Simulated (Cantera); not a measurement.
Charge: 1 mol CH₃SiCl₃, 0.27 mol CH₄, 660 mol H₂, 0.55 mol C₃H₈, held at 90.0 Torr.

These are equilibrium values from Cantera (NASA tables, ideal gas, pure condensed phases), not measurements of a reactor. Candidate condensed phases: C, C₆H₆, C₇H₈, C₈H₁₈, Si, SiC; 109 gas species. The feed counts by its element totals alone. Gases not in the tables: Si₂H₆ and higher silanes. Rates play no part. All values below are at 1827 °C.

Base state: H₂ 0.985, H 0.00893, HCl 0.00445, C₂H₂ (acetylene) 0.00142, Si 8.67e-5, CH₄ 3.84e-5, Cl 2.97e-5, SiH 1.62e-5 (mole fractions); condensed: C(graphite) + SiC(s).

**Question.** What changes in the equilibrium state with this change: pressure from 90.0 Torr to 713 Torr?

**Answer.** 
```
species            before     after
----------------  -------  --------
H₂                  0.985     0.991
HCl               0.00445   0.00448
H                 0.00893   0.00318
CH₄               3.84e-5  0.000293
SiH₂              1.40e-5   1.48e-5
Si                8.67e-5   1.15e-5
Cl                2.97e-5   1.06e-5
C(graphite), mol   0.0633         0
SiC(s), mol         0.909     0.974
```

**Question.** What changes in the equilibrium state with this change: CH₃SiCl₃ replaced by CH₃SiH₃?

**Answer.** 
```json
[
 {"species": "H₂", "before": "0.985", "after": "0.989"},
 {"species": "H", "before": "0.00893", "after": "0.00895"},
 {"species": "C₂H₂ (acetylene)", "before": "0.00142", "after": "0.00143"},
 {"species": "HCl", "before": "0.00445", "after": "0"},
 {"species": "Cl", "before": "2.97e-5", "after": "0"},
 {"species": "Si", "before": "8.67e-5", "after": "8.67e-5"},
 {"species": "CH₄", "before": "3.84e-5", "after": "3.88e-5"},
 {"species": "SiH₂", "before": "1.40e-5", "after": "1.41e-5"},
 {"species": "SiH", "before": "1.62e-5", "after": "1.62e-5"},
 {"species": "C(graphite), mol", "before": "0.0633", "after": "0.0506"},
 {"species": "SiC(s), mol", "before": "0.909", "after": "0.913"}
]
```
